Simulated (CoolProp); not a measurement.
Properties of normal hydrogen along the isotherm -236.55 °C (Tc = -240.0 °C, pc = 1.296 MPa, ω = -0.219).

Values from CoolProp's reference Helmholtz-energy equation of state, Leachman 2009.

```json
[
 {"p (MPa)": "0.00205", "phase": "gas", "Z": "0.9996", "cv (kJ/(kg K))": "6.188", "speed of sound (m/s)": "501.5", "Joule-Thomson coefficient (K/MPa)": "7.579", "viscosity (µPa s)": "1.83", "Prandtl number": "0.670"},
 {"p (MPa)": "0.00319", "phase": "gas", "Z": "0.9994", "cv (kJ/(kg K))": "6.188", "speed of sound (m/s)": "501.5", "Joule-Thomson coefficient (K/MPa)": "7.579", "viscosity (µPa s)": "1.83", "Prandtl number": "0.670"},
 {"p (MPa)": "0.00497", "phase": "gas", "Z": "0.9990", "cv (kJ/(kg K))": "6.189", "speed of sound (m/s)": "501.4", "Joule-Thomson coefficient (K/MPa)": "7.579", "viscosity (µPa s)": "1.83", "Prandtl number": "0.670"},
 {"p (MPa)": "0.00774", "phase": "gas", "Z": "0.9985", "cv (kJ/(kg K))": "6.190", "speed of sound (m/s)": "501.3", "Joule-Thomson coefficient (K/MPa)": "7.579", "viscosity (µPa s)": "1.83", "Prandtl number": "0.670"},
 {"p (MPa)": "0.012", "phase": "gas", "Z": "0.9977", "cv (kJ/(kg K))": "6.191", "speed of sound (m/s)": "501.1", "Joule-Thomson coefficient (K/MPa)": "7.579", "viscosity (µPa s)": "1.83", "Prandtl number": "0.670"},
 {"p (MPa)": "0.0188", "phase": "gas", "Z": "0.9964", "cv (kJ/(kg K))": "6.194", "speed of sound (m/s)": "500.9", "Joule-Thomson coefficient (K/MPa)": "7.579", "viscosity (µPa s)": "1.83", "Prandtl number": "0.670"},
 {"p (MPa)": "0.0292", "phase": "gas", "Z": "0.9944", "cv (kJ/(kg K))": "6.197", "speed of sound (m/s)": "500.5", "Joule-Thomson coefficient (K/MPa)": "7.580", "viscosity (µPa s)": "1.83", "Prandtl number": "0.671"},
 {"p (MPa)": "0.0455", "phase": "gas", "Z": "0.9912", "cv (kJ/(kg K))": "6.202", "speed of sound (m/s)": "499.9", "Joule-Thomson coefficient (K/MPa)": "7.580", "viscosity (µPa s)": "1.83", "Prandtl number": "0.672"},
 {"p (MPa)": "0.0708", "phase": "gas", "Z": "0.9863", "cv (kJ/(kg K))": "6.211", "speed of sound (m/s)": "499.0", "Joule-Thomson coefficient (K/MPa)": "7.581", "viscosity (µPa s)": "1.83", "Prandtl number": "0.673"},
 {"p (MPa)": "0.11", "phase": "gas", "Z": "0.9786", "cv (kJ/(kg K))": "6.224", "speed of sound (m/s)": "497.5", "Joule-Thomson coefficient (K/MPa)": "7.581", "viscosity (µPa s)": "1.84", "Prandtl number": "0.675"},
 {"p (MPa)": "0.172", "phase": "gas", "Z": "0.9662", "cv (kJ/(kg K))": "6.245", "speed of sound (m/s)": "495.2", "Joule-Thomson coefficient (K/MPa)": "7.582", "viscosity (µPa s)": "1.85", "Prandtl number": "0.680"},
 {"p (MPa)": "0.267", "phase": "gas", "Z": "0.9468", "cv (kJ/(kg K))": "6.279", "speed of sound (m/s)": "491.6", "Joule-Thomson coefficient (K/MPa)": "7.580", "viscosity (µPa s)": "1.86", "Prandtl number": "0.688"},
 {"p (MPa)": "0.416", "phase": "gas", "Z": "0.9153", "cv (kJ/(kg K))": "6.335", "speed of sound (m/s)": "485.8", "Joule-Thomson coefficient (K/MPa)": "7.569", "viscosity (µPa s)": "1.88", "Prandtl number": "0.707"},
 {"p (MPa)": "0.648", "phase": "gas", "Z": "0.8630", "cv (kJ/(kg K))": "6.436", "speed of sound (m/s)": "476.5", "Joule-Thomson coefficient (K/MPa)": "7.528", "viscosity (µPa s)": "1.93", "Prandtl number": "0.753"}
]
```

Viscosity comes from a separate model (Muzny 2013). Thermal conductivity comes from a separate model (Assael 2011).
